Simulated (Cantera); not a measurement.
Input: 1 mol Fe(CO)₅, 2.1 mol H₂, 53 mol N₂, equilibrated at 3750 Torr.

Equilibrium computed with Cantera from the NASA thermochemical tables; the gas is ideal and each condensed phase is pure. Candidate condensed phases: C, C₆H₆, C₇H₈, C₈H₁₈, Fe, Fe(CO)₅, FeO, Fe(OH)₂, Fe(OH)₃, Fe₂O₃, Fe₃O₄, H₂O; 140 gas species. Condensed phases not in the tables: cementite and carbon dissolved in iron. Rates play no part.

x: gas mole fraction; n: condensed amount in mol.

```
T (°C)   x N₂    x CO    x H₂     x CO₂       x H₂O  n C(graphite)  n Fe(α)  n Fe(γ)
------  -----  ------  ------  --------  ----------  -------------  -------  -------
702     0.898  0.0530  0.0297    0.0135  (withheld)           1.04     1.00        0
727     0.895  0.0602  0.0308    0.0103  (withheld)          0.799     1.00        0
752     0.891  0.0662  0.0318   0.00754  (withheld)          0.592     1.00        0
777     0.889  0.0710  0.0325   0.00539  (withheld)          0.428     1.00        0
802     0.887  0.0745  0.0331   0.00378  (withheld)          0.304     1.00        0
827     0.885  0.0771  0.0335   0.00262  (withheld)          0.214     1.00        0
852     0.884  0.0789  0.0338   0.00182  (withheld)          0.150     1.00        0
877     0.884  0.0802  0.0341   0.00127  (withheld)          0.106     1.00        0
902     0.883  0.0811  0.0343  0.000890  (withheld)         0.0750     1.00        0
927     0.883  0.0817  0.0344  0.000630  (withheld)         0.0533        0     1.00
```

**Question.** Complete the blanks.

**Answer.** 
- 702, x H₂O: 0.00474
- 727, x H₂O: 0.00367
- 752, x H₂O: 0.00279
- 777, x H₂O: 0.00209
- 802, x H₂O: 0.00156
- 827, x H₂O: 0.00116
- 852, x H₂O: 0.000859
- 877, x H₂O: 0.000641
- 902, x H₂O: 0.000482
- 927, x H₂O: 0.000365
